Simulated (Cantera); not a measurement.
An isothermal, constant-pressure homogeneous reactor starts with CH4 : H2 = 0.01 : 1 (molar parts), at 1850 K and 0.0263 atm. Integrator tolerance rtol = 1e-08.

Detailed kinetics in Cantera: GRI-Mech 3.0 (53 species, 325 reactions). GRI-Mech 3.0 stops at C3 and has no aromatics, soot or wall deposition, so with more carbon than oxygen in the feed, carbon stays in small species such as C2H2 where larger ones or solid carbon would form. Radical loss at walls, strong at low pressure, is not modelled.

What does this change do: temperature 1850 to 1400 K?


```tsv
quantity	before	after
x(CH4) at 30.0 s	7.65e-5 (gas-phase equilibrium 7.38e-5)	0.00964 (gas-phase equilibrium 0.00385)
x(H2) at 30.0 s	0.992 (gas-phase equilibrium 0.992)	0.990 (gas-phase equilibrium 0.993)
x(C2H6) at 30.0 s	5.94e-11 (gas-phase equilibrium 5.64e-11)	7.58e-8 (gas-phase equilibrium 3.31e-8)
x(C2H) at 30.0 s	1.74e-7 (gas-phase equilibrium 1.74e-7)	3.33e-12 (gas-phase equilibrium 8.55e-11)
x(H) at 30.0 s	0.00331 (gas-phase equilibrium 0.00331)	2.78e-5 (gas-phase equilibrium 2.99e-5)
x(CH2) at 30.0 s	2.00e-8 (gas-phase equilibrium 1.93e-8)	1.09e-10 (gas-phase equilibrium 5.03e-11)
```
